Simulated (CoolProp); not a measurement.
Aqueous potassium formate as a coolant, at 23 °C, 1 atm.

Values from CoolProp's Melinder's fits for secondary coolants.

```
mass %  freezing point (°C)  viscosity (mPa s)  density (kg/m³)  Prandtl number  conductivity (W/(m K))
------  -------------------  -----------------  ---------------  --------------  ----------------------
2.2                    -0.9              0.982             1012            6.73                   0.598
5.9                    -2.7               1.04             1034      (withheld)                   0.590
9.6                    -4.7               1.09             1056            7.18                   0.583
13.3             (withheld)               1.15             1079            7.36                   0.576
16.9                   -9.3               1.21             1101            7.60              (withheld)
20.6                  -12.1               1.29             1125            7.92                   0.563
24.3                  -15.3         (withheld)             1149            8.32              (withheld)
28                    -19.0               1.50             1175            8.76                   0.549
31.7             (withheld)               1.61             1200      (withheld)                   0.541
35.4             (withheld)               1.73             1227            9.72                   0.532
39.1                  -33.5               1.86             1254            10.3                   0.523
```

Complete the blanks.


- 5.9, Prandtl number: 7.01
- 13.3, freezing point (°C): -6.9
- 16.9, conductivity (W/(m K)): 0.569
- 24.3, viscosity (mPa s): 1.39
- 24.3, conductivity (W/(m K)): 0.556
- 31.7, freezing point (°C): -23.2
- 31.7, Prandtl number: 9.23
- 35.4, freezing point (°C): -28.0
